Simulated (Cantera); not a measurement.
Cantera run:

```python
import numpy as np
import cantera as ct

gas_names = """
    C2H4 H2S CS2
""".split()
cond_names = """
    NiS2(s) NiS2(L) Ni(cr) Ni(L)
""".split()


# ... load() reads the species with a 1 bar reference pressure and builds the phases ...
species = {s.name: s for s in load("nasa_gas.yaml", gas_names) + load("nasa_condensed.yaml", cond_names)}
# Each term lists the table entries of one substance; the one whose range holds T is used.
reactions = {
    'C2H4(g) + 3 NiS2 = 3 Ni + 2 H2S(g) + 2 CS2(g)':
        [(-1, ['C2H4']), (-3, ['NiS2(s)', 'NiS2(L)']), (3, ['Ni(cr)', 'Ni(L)']), (2, ['H2S']), (2, ['CS2'])],
}


def pick(names, T):
    return next(species[n] for n in names if species[n].thermo.min_temp <= T <= species[n].thermo.max_temp)


results = []
for label, terms in reactions.items():
    print(label)
    print("     T/K   dH/kJ  dS/(J/K)   dG/kJ   log10 K")
    for T in [300, 625, 825, 1025, 1225, 1425, 1625]:
        used = [(nu, pick(names, T)) for nu, names in terms]
        dH = sum(nu * s.thermo.h(T) for nu, s in used) / 1e6
        dS = sum(nu * s.thermo.s(T) for nu, s in used) / 1e3
        dG = dH - T * dS / 1e3
        logK = -dG * 1e6 / (ct.gas_constant * T * np.log(10))
        results.append((label, T, dH, dS, dG, logK, [s.name for _, s in used]))
        print(f"{T:8g} {dH:8.1f} {dS:8.1f} {dG:8.1f} {logK:8.2f}")
```

Output:

```
C2H4(g) + 3 NiS2 = 3 Ni + 2 H2S(g) + 2 CS2(g)
     T/K   dH/kJ  dS/(J/K)   dG/kJ   log10 K
     300    534.5    541.8    372.0   -64.76
     625    530.1    531.6    197.9   -16.54
     825    524.8    524.4     92.2    -5.83
    1025    516.8    515.8    -11.9     0.61
    1225    507.2    507.2   -114.2     4.87
    1425    299.1    344.9   -192.4     7.05
    1625    289.7    338.7   -260.7     8.38
```

Cantera with NASA thermochemical tables; ideal gases at 1 bar, condensed phases pure. Condensed species are held in their standard states even where they would react or evaporate.
